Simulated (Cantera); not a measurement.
What does this Cantera script print?

```python
import numpy as np
import cantera as ct

gas_names = """
    H2O2 H2
""".split()
cond_names = """
    Nb(cr) Nb(L) Nb2O5(s) Nb2O5(L)
""".split()


# ... load() reads the species with a 1 bar reference pressure and builds the phases ...
species = {s.name: s for s in load("nasa_gas.yaml", gas_names) + load("nasa_condensed.yaml", cond_names)}
# Each term lists the table entries of one substance; the one whose range holds T is used.
reactions = {
    '5 H2O2(g) + 4 Nb = 2 Nb2O5 + 5 H2(g)':
        [(-5, ['H2O2']), (-4, ['Nb(cr)', 'Nb(L)']), (2, ['Nb2O5(s)', 'Nb2O5(L)']), (5, ['H2'])],
}


def pick(names, T):
    return next(species[n] for n in names if species[n].thermo.min_temp <= T <= species[n].thermo.max_temp)


results = []
for label, terms in reactions.items():
    print(label)
    print("     T/K   dH/kJ  dS/(J/K)   dG/kJ   log10 K")
    for T in [1000, 1100, 1200, 1300, 1400, 1500, 1600, 1700, 1800, 1900, 2000]:
        used = [(nu, pick(names, T)) for nu, names in terms]
        dH = sum(nu * s.thermo.h(T) for nu, s in used) / 1e6
        dS = sum(nu * s.thermo.s(T) for nu, s in used) / 1e3
        dG = dH - T * dS / 1e3
        logK = -dG * 1e6 / (ct.gas_constant * T * np.log(10))
        results.append((label, T, dH, dS, dG, logK, [s.name for _, s in used]))
        print(f"{T:8g} {dH:8.1f} {dS:8.1f} {dG:8.1f} {logK:8.2f}")
```

Output:

```
5 H2O2(g) + 4 Nb = 2 Nb2O5 + 5 H2(g)
     T/K   dH/kJ  dS/(J/K)   dG/kJ   log10 K
    1000  -3052.6   -275.5  -2777.1   145.06
    1100  -3045.0   -268.3  -2749.9   130.58
    1200  -3037.8   -261.9  -2723.4   118.55
    1300  -3030.9   -256.5  -2697.5   108.39
    1400  -3024.5   -251.7  -2672.1    99.70
    1500  -3018.5   -247.5  -2647.2    92.18
    1600  -3012.9   -244.0  -2622.6    85.62
    1700  -3007.8   -240.9  -2598.3    79.84
    1800  -2792.9   -120.4  -2576.2    74.76
    1900  -2776.9   -111.7  -2564.6    70.50
    2000  -2761.4   -103.8  -2553.8    66.70
```

Cantera with NASA thermochemical tables; ideal gases at 1 bar, condensed phases pure. Condensed species are held in their standard states even where they would react or evaporate.
